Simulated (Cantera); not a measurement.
**Premixed flame**

A freely propagating, adiabatic, planar premixed flame of CH₄ : O₂ : N₂ = 1 : 1.43 : 5.37 (molar parts), equivalence ratio 1.4, unburnt at 448 K and 760 Torr; mixture-averaged transport, grid criteria slope 0.08 and curve 0.16, no radiation.

Model: GRI-Mech 3.0 (53 species, 325 reactions), integrated in Cantera. Burning velocities carry a grid error of a few per cent, more on coarse grids.

```tsv
z (mm)	T (K)	u (m/s)	x CH₄	x O₂	x H₂O	x NO	x C₂H₂	x CH₂
-1.99	448	0.355	0.128	0.183	6.06e-5	<1e-8	2.47e-8	<1e-8
-1.33	453	0.360	0.127	0.182	0.000670	<1e-8	5.11e-7	<1e-8
-0.994	473	0.379	0.124	0.179	0.00328	4.94e-8	4.16e-6	<1e-8
-0.663	596	0.484	0.114	0.169	0.0182	5.33e-7	4.56e-5	<1e-8
-0.331	1075	0.894	0.0763	0.124	0.0732	5.43e-6	0.000374	2.80e-8
-0.166	1467	1.24	0.0425	0.0790	0.118	1.12e-5	0.000872	2.38e-6
0	1815	1.55	0.0124	0.0324	0.159	2.01e-5	0.00169	3.82e-5
0.166	1978	1.69	0.00209	0.00877	0.176	3.40e-5	0.00127	4.58e-5
0.331	2026	1.73	0.000395	0.00214	0.179	4.92e-5	0.000556	1.64e-5
0.663	2047	1.74	3.22e-5	0.000197	0.178	7.10e-5	0.000107	1.68e-6
1.33	2057	1.75	1.54e-6	4.91e-5	0.177	9.14e-5	8.01e-6	7.39e-8
2.65	2065	1.76	4.61e-8	2.80e-5	0.177	0.000105	2.22e-7	<1e-8
5.30	2073	1.76	<1e-8	1.34e-5	0.177	0.000110	<1e-8	<1e-8
```
x: mole fraction of selected species; z is measured from the peak of heat release.

```
Quantity                     Result
------------------------  ---------
laminar burning velocity  35.4 cm/s
thermal thickness          0.663 mm
peak x(C₂H₂)                0.00173
peak x(CH₂)                 5.41e-5
grid points                     150
```
